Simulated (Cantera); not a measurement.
Charge: 1 mol Cr, a varied amount of NH3, 3.3 mol H2, at 1552 °C and 0.00133 bar.

Cantera equilibrium calculation (NASA polynomials, part measured and part estimated; ideal gas, pure solids and liquids). Candidate condensed phases: Cr, CrN, Cr2N; 11 gas species. Equilibrium is a limit: real reactors are often held back by kinetics, nucleation or transport.

Which condensed phases are stable at each of these points (n(NH3) (mol)): 0.33, 0.47, 0.67, 0.96, 1.4, 2, 2.8, 4, 5.8, 8.2, 12?


```tsv
n(NH3) (mol)	condensed phases	Cr condensed (%)
0.33	Cr(s)	56.5
0.47	Cr(s)	53.5
0.67	Cr(s)	49.1
0.96	Cr(s)	42.7
1.4	Cr(s)	33.1
2	Cr(s)	19.9
2.8	Cr(s)	2.4
4	gas only	0.0
5.8	gas only	0.0
8.2	gas only	0.0
12	gas only	0.0
```

From 0.33 mol NH3 to 2.8 mol NH3 the condensed part is Cr(s). From 4 mol NH3 to 12 mol NH3 nothing is condensed.
